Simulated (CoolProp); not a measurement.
Vapour pressure (MPa) of oxygen: the reference equation beside estimates from Tc = -118.6 °C, pc = 5.046 MPa, ω = 0.022. Clausius-Clapeyron is anchored at -176.45 °C with a constant enthalpy of vaporisation of 6.602 kJ/mol.

Model: reference Helmholtz-energy equation of state, Schmidt 1985, in CoolProp.

```
T (°C)   reference  Lee-Kesler  Clausius-Clapeyron  van der Waals  Redlich-Kwong  Soave-Redlich-Kwong  Peng-Robinson
-------  ---------  ----------  ------------------  -------------  -------------  -------------------  -------------
-203.55   0.005820    0.005728            0.007791        0.06650       0.002346             0.005427       0.006104
-198.15    0.01455     0.01427             0.01771         0.1140       0.007422              0.01378        0.01505
-192.75    0.03179     0.03123             0.03607         0.1822        0.01934              0.03050        0.03257
-187.35    0.06244     0.06154             0.06716         0.2752        0.04335              0.06057        0.06351
-181.85     0.1136      0.1125              0.1173         0.3998        0.08731               0.1113         0.1150
-176.45     0.1906      0.1895              0.1906         0.5551         0.1579               0.1881         0.1922
-171.05     0.3018      0.3010              0.2943         0.7466         0.2646               0.2998         0.3037
-165.65     0.4555      0.4553              0.4350         0.9777         0.4170               0.4549         0.4577
-160.25     0.6602      0.6607              0.6193          1.251         0.6245               0.6625         0.6630
-154.85     0.9250      0.9259              0.8538          1.570         0.8967               0.9316         0.9289
```

Absolute difference from the reference over all 10 rows, mean and median: Lee-Kesler 0.9 and 0.8 %, Clausius-Clapeyron 10.1 and 6.9 %, van der Waals 340.4 and 221.6 %, Redlich-Kwong 24.8 and 20.1 %, Soave-Redlich-Kwong 2.4 and 1.7 %, Peng-Robinson 1.7 and 1.0 %.
